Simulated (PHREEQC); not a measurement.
Dissolve 0.023 mol/kgw HCl, 0.00054 mol/kgw Li2SO4 and 0.00017 mol/kgw MnSO4 at 60 °C. Closed to the air; pH follows from the charge balance.

All values are PHREEQC results (ion-association model, phreeqc.dat), not measurements.

No solid was allowed to form.

Question: Order these S species by the share of S that they hold, largest first: SO4-2, HSO4-, MnSO4.

Answer: HSO4- (74 %), SO4-2 (26 %), MnSO4 (0.39 %)

Question: Order these Mn species by the share of Mn that they hold, largest first: Mn+2, MnCl+, MnSO4.

Answer: Mn+2 (94 %), MnCl+ (4.8 %), MnSO4 (1.6 %)

The pH is 1.71 and the ionic strength 0.0242 mol/kgw. At this temperature some constants are extrapolated from 25 °C, and those without enthalpy data are left unchanged.
